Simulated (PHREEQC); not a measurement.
2.7 g of hydrous ferric oxide (600 m²/g; 0.2 weak and 0.005 strong sites per Fe, Dzombak-Morel constants, diffuse double layer) in 1 kg of water with 0.01 mol/kgw of an inert sodium salt, at 25 °C; the pH is set by adding NaOH or the inert anion's acid. Oxygen alone is held at its pressure in air (log pO2 = -0.68). CO2 from the air is kept out. Nothing may precipitate in this run.

Equilibrium calculation in PHREEQC: ion-association model, wateq4f.dat.

```tsv
pH	surface charge σ (C/m²)	surface potential ψ (mV)
3	0.331	199
3.38	(withheld)	(withheld)
3.75	0.255	188
4.12	0.210	180
4.5	0.166	168
4.88	0.127	156
5.25	0.096	142
5.62	0.071	127
6	0.050	110
6.38	0.035	92
6.75	0.023	(withheld)
7.12	(withheld)	54
7.5	0.008	34
7.88	0.003	13
8.25	-0.002	-8
8.62	-0.007	-28
9	-0.013	-49
```

Question: What belongs in the gaps?

Answer: 
- 3.38, surface charge σ (C/m²): 0.297
- 3.38, surface potential ψ (mV): 195
- 6.75, surface potential ψ (mV): 74
- 7.12, surface charge σ (C/m²): 0.015

The oxide is taken as insoluble; below pH 4 it would dissolve.
